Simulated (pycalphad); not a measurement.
An equivalent pycalphad script:

```python
from pycalphad import Database, equilibrium, calculate, variables as v
import numpy as np
db = Database('COST507.tdb')
comps = ['SN', 'SI', 'VA']
phases = ['BCT_A5', 'DIAMOND_A4', 'LIQUID']
eq = equilibrium(db, comps, phases, {v.X('SI'): 0.1293, v.T: np.arange(1400, 499, -20), v.P: 101325, v.N: 1}, output=['HM', 'SM'])
```

Computed with pycalphad from the COST 507 light-alloy database (1999), at 1 atm. These are 1990s assessments: newer ones move some temperatures and phases. Phase fractions are per mole of atoms.

Results at three of the temperatures:

```
T = 1280.00 K, P = 101325 Pa, N = 1 mol of atoms
G = -94505 J/mol, H = 35972 J/mol, S = 101.94 J/(mol K)  (SER reference)
chemical potentials (J/mol): Sn -101917, Si -44594
phase             fraction      x(Sn)      x(Si)
LIQUID              0.8998     0.9676     0.0324
DIAMOND_A4          0.1002   3.67e-07     1.0000
```

```
T = 1200.00 K, P = 101325 Pa, N = 1 mol of atoms
G = -86457 J/mol, H = 32737 J/mol, S = 99.33 J/(mol K)  (SER reference)
chemical potentials (J/mol): Sn -93304, Si -40347
phase             fraction      x(Sn)      x(Si)
LIQUID              0.8870     0.9817     0.0183
DIAMOND_A4          0.1130   3.92e-07     1.0000
```

```
T = 680.00 K, P = 101325 Pa, N = 1 mol of atoms
G = -39031 J/mol, H = 16860 J/mol, S = 82.19 J/(mol K)  (SER reference)
chemical potentials (J/mol): Sn -42343, Si -16727
phase             fraction      x(Sn)      x(Si)
LIQUID              0.8707     1.0000   4.26e-05
DIAMOND_A4          0.1293   3.64e-07     1.0000
```

Changes of the phase set, refined by bisection:

| T (K) | phases above | phases below |
|---|---|---|
| 505.0 | diamond (Si) + liquid | bct (Sn) + diamond (Si) |

DIAMOND_A4 is diamond (Si).
